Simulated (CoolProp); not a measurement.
Hydrogen chloride along the isotherm 670 K: fugacity coefficient from the reference equation and from simpler models built on Tc = 324.7 K, pc = 8.314 MPa, ω = 0.130; each cubic takes its own stable root.

The numbers come from the reference Helmholtz-energy equation of state, Thol 2018 in CoolProp.

```tsv
p (MPa)	phase	reference	van der Waals	Redlich-Kwong	Soave-Redlich-Kwong	Peng-Robinson
8.31	gas	0.9745	0.9635	0.9745	0.9943	0.9801
16.6	supercritical	0.9547	0.9316	0.9539	0.9925	0.9657
24.9	supercritical	0.9398	0.9053	0.9383	0.9945	0.9564
33.3	supercritical	0.9293	0.8853	0.9275	1.000	0.9516
41.6	supercritical	0.9227	0.8726	0.9215	1.009	0.9508
49.9	supercritical	0.9195	0.8668	0.9197	1.021	0.9536
58.2	supercritical	0.9193	0.8673	0.9218	1.037	0.9596
66.5	supercritical	0.9219	0.8734	0.9274	1.055	0.9684
74.8	supercritical	0.9270	0.8845	0.9362	1.075	0.9797
83.1	supercritical	0.9344	0.9001	0.9477	1.098	0.9933
```
